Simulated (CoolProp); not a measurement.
Vapour-liquid equilibrium of benzene (1) + m-xylene (2) at 16.4 kPa; x and y are mole fractions of (1).

The numbers come from the multi-fluid Helmholtz-energy mixture model, Thol 2012 and Zhou 2012; pair parameters Bell 2016 in CoolProp.

Task: Give the bubble temperature and the first vapour's composition at x = 0.35, 0.45, 0.75. Is there an azeotrope?

Result: x = 0.35: 324.7 K, y = 0.819; x = 0.45: 320.0 K, y = 0.877; x = 0.75: 309.8 K, y = 0.966. No azeotrope shows between x = 0.05 and 0.95.

The pair parameters rest on a limited set of measurements; away from them the model extrapolates.
